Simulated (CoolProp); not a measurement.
R1234yf along the isobar 15900 kPa: fugacity coefficient from the reference equation and from simpler models built on Tc = 367.8 K, pc = 3384 kPa, ω = 0.276; each cubic takes its own stable root.

Computed with CoolProp (reference Helmholtz-energy equation of state, Lemmon 2022).

```tsv
T (K)	phase	reference
214.5	liquid	0.002985
232.3	liquid	0.007415
250.1	liquid	0.01570
267.8	liquid	0.02921
285.6	liquid	0.04936
303.4	liquid	0.07689
321.2	liquid	0.1121
338.9	liquid	0.1543
356.7	liquid	0.2032
374.5	supercritical	0.2572
392.2	supercritical	0.3144
410	supercritical	0.3739
```

How far does each simpler model (van der Waals, Soave-Redlich-Kwong, Peng-Robinson) lie from the reference over these 12 states: mean and median of the absolute difference, and the worst?


- van der Waals: mean 319.0 %, median 119.6 %, worst +1547.6 % at 214.5 K and 15900 kPa
- Soave-Redlich-Kwong: mean 9.8 %, median 10.5 %, worst +11.1 % at 356.7 K and 15900 kPa
- Peng-Robinson: mean 0.5 %, median 0.6 %, worst +0.9 % at 392.2 K and 15900 kPa
